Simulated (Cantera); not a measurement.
Feed: 1 mol Si, 0.029 mol O2, 550 mol H2, held at 750 Torr.

These are equilibrium values from Cantera (NASA tables, ideal gas, pure condensed phases), not measurements of a reactor. Candidate condensed phases: H2O, Si, SiO2; 18 gas species. Gases not in the tables: Si2H6 and higher silanes. Kinetics and transport are ignored.

What share of the Si ends up in condensed phases as a function of T (K), at 1673, 1723, 1773, 1823, 1873, 1923, 1973, 2023, 2073, 2123?


```csv
T (K),Si condensed (%),as
1673,93.5,Si(s)
1723,93.1,Si(l)
1773,92.5,Si(l)
1823,91.7,Si(l)
1873,90.5,Si(l)
1923,88.7,Si(l)
1973,86.1,Si(l)
2023,82.3,Si(l)
2073,76.6,Si(l)
2123,68.3,Si(l)
```
